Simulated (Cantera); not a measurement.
Feed: 1 mol TiO₂, 0.34 mol SiCl₄, 4.8 mol O₂, equilibrated at 1550 K and 1.95 Torr.

Cantera equilibrium calculation (NASA polynomials, part measured and part estimated; ideal gas, pure solids and liquids). Mutual solubility and eutectic melting of coexisting phases are not modelled. The tables hold silica as quartz up to 1696 K and as liquid above; real silica turns to tridymite and cristobalite and melts near 1996 K. Condensed phases not in the tables: alloys, solid solutions and most ternary compounds. Rates play no part.

```
species                before    after
-------------------  --------  -------
O₂                      0.779    0.847
Cl₂                    0.0166    0.105
Cl                      0.204   0.0486
O                    0.000135  1.20e-6
ClO                  0.000212  8.20e-5
SiO₂(β-quartz), mol     0.340    0.340
TiO₂(rutile), mol       1.000    1.000
```
Gas species are given as mole fractions.

Q: What was changed between the two runs?
A. SiCl₄ from 0.34 to 0.42 mol
B. O₂ from 4.8 to 8.7 mol
C. temperature from 1550 K to 1248 K
D. pressure from 1.95 Torr to 34.5 Torr

A: C, temperature from 1550 K to 1248 K
